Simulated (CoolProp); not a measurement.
Properties of carbon dioxide along the isobar 32.3 MPa.

Computed with CoolProp (reference Helmholtz-energy equation of state, Span 1996).

```
T (K)          phase  cp (kJ/(kg K))  isothermal compressibility (1/MPa)
-----  -------------  --------------  ----------------------------------
229.3         liquid           1.817                            0.001379
237.1         liquid           1.816                            0.001541
244.8         liquid           1.817                                   …
252.5         liquid           1.821                                   …
260.2         liquid           1.828                            0.002182
267.9         liquid           1.836                            0.002466
275.6         liquid           1.846                            0.002798
283.3         liquid           1.858                            0.003186
291.1         liquid           1.872                                   …
298.8         liquid               …                            0.004180
306.5  supercritical           1.903                            0.004805
314.2  supercritical               …                            0.005536
321.9  supercritical           1.938                            0.006391
329.6  supercritical           1.954                            0.007383
337.3  supercritical           1.969                            0.008524
345.1  supercritical           1.983                                   …
```

### Question
Some entries are withheld; supply them.

### Answer

- 244.8, isothermal compressibility (1/MPa): 0.001725
- 252.5, isothermal compressibility (1/MPa): 0.001936
- 291.1, isothermal compressibility (1/MPa): 0.003647
- 298.8, cp (kJ/(kg K)): 1.887
- 314.2, cp (kJ/(kg K)): 1.921
- 345.1, isothermal compressibility (1/MPa): 0.009840
